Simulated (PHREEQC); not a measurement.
A solution holds 0.2 mol/kgw HCl, 5.7e-05 mol/kgw FeSO4 and 6.7e-05 mol/kgw MgSO4, at 25 °C. Closed to the air; pH follows from the charge balance.

Equilibrium calculation in PHREEQC: ion-association model, wateq4f.dat.

Each row changes one thing in this solution. No solid was allowed to form.

```tsv
case	pH	HSO4- (mol/kgw)	SO4-2 (mol/kgw)
as made	0.80	0.000107	1.72e-5
MgSO4 replaced by K2SO4 at the same molality	0.80	0.000107	1.72e-5
0.012 mol/kgw CaBr2 added	0.80	(withheld)	1.69e-5
temperature from 25 to 10 °C	0.80	0.000102	(withheld)
FeSO4 left out	0.80	5.77e-5	9.28e-6
temperature from 25 to 85 °C	(withheld)	0.000119	4.62e-6
HCl left out	6.79	1.77e-9	(withheld)
diluted 2-fold with water	(withheld)	4.92e-5	1.28e-5
```

Task: What belongs in the gaps?

Result: 
- 0.012 mol/kgw CaBr2 added, HSO4- (mol/kgw): 9.95e-5
- temperature from 25 to 10 °C, SO4-2 (mol/kgw): 2.18e-5
- temperature from 25 to 85 °C, pH: 0.81
- HCl left out, SO4-2 (mol/kgw): 0.000121
- diluted 2-fold with water, pH: 1.08

Constants without temperature data keep their 25 °C values here.
